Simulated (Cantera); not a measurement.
An isothermal, constant-pressure homogeneous reactor starts with 2.44 % H2, 97.6 % O2, equivalence ratio 0.013, at 1373 K and 7.50 Torr.

Model: the H2/O2 subset of GRI-Mech 3.0, which has no nitrogen chemistry, integrated in Cantera. Radical loss at walls, strong at low pressure, is not modelled.

x: mole fraction; the columns are a selection and need not sum to one.

| t (s) | x H2 | x O2 | x H | x H2O | x H2O2 | x O | x HO2 |
|---|---|---|---|---|---|---|---|
| 0.000200 | 0.0244 | 0.976 | 2.21e-8 | 3.42e-8 | 3.11e-11 | 6.91e-8 | 5.70e-8 |
| 0.000502 | 0.0244 | 0.976 | 1.09e-7 | 4.46e-7 | 1.87e-10 | 4.80e-7 | 1.43e-7 |
| 0.00126 | 0.0244 | 0.976 | 4.38e-6 | 2.47e-5 | 1.05e-9 | 2.07e-5 | 3.68e-7 |
| 0.00317 | 0.00352 | 0.957 | 0.00238 | 0.0171 | 5.02e-8 | 0.0147 | 1.07e-6 |
| 0.00795 | 0.000220 | 0.954 | 0.00162 | 0.0219 | 2.12e-8 | 0.0198 | 7.98e-7 |
| 0.0200 | 0.000211 | 0.955 | 0.00151 | 0.0220 | 2.10e-8 | 0.0189 | 7.85e-7 |
| 0.0501 | 0.000191 | 0.957 | 0.00129 | 0.0222 | 2.06e-8 | 0.0170 | 7.52e-7 |
| 0.126 | 0.000151 | 0.961 | 0.000894 | 0.0227 | 1.94e-8 | 0.0132 | 6.78e-7 |
| 0.316 | 9.10e-5 | 0.966 | 0.000407 | 0.0233 | 1.66e-8 | 0.00779 | 5.31e-7 |
| 0.793 | 3.61e-5 | 0.972 | 9.96e-5 | 0.0240 | 1.16e-8 | 0.00303 | 3.20e-7 |
| 1.99 | ? | 0.974 | ? | 0.0244 | ? | ? | ? |
| 5.00 | 2.16e-6 | 0.975 | 1.43e-6 | 0.0245 | 2.46e-9 | 0.000178 | 4.92e-8 |

Problem. Complete the blanks.

Solution. 
- 1.99, x H2: 9.69e-6
- 1.99, x H: 1.37e-5
- 1.99, x H2O2: 6.08e-9
- 1.99, x O: 0.000803
- 1.99, x HO2: 1.38e-7
